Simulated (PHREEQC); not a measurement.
1.9 g of hydrous ferric oxide (600 m²/g; 0.2 weak and 0.005 strong sites per Fe, Dzombak-Morel constants, diffuse double layer) in 1 kg of water with 0.3 mol/kgw of an inert sodium salt and 0.0087 mmol/kgw ZnSO4, at 25 °C; the pH is set by adding NaOH or the inert anion's acid. O2 is buffered at 0.21 atm. No CO2 enters from the air. Precipitation was switched off in this run.

The series has 17 steps of pH, from 3 to 9.

The numbers come from PHREEQC with the ion-association model, wateq4f.dat.

Near which pH is half of the S sorbed, and on which side is more sorbed?

Near pH 6.3, with more sorbed at lower pH.

Near which pH is half of the Zn sorbed, and on which side is more sorbed?

Near pH 5.5, with more sorbed at higher pH.

The oxide is taken as insoluble; below pH 4 it would dissolve.
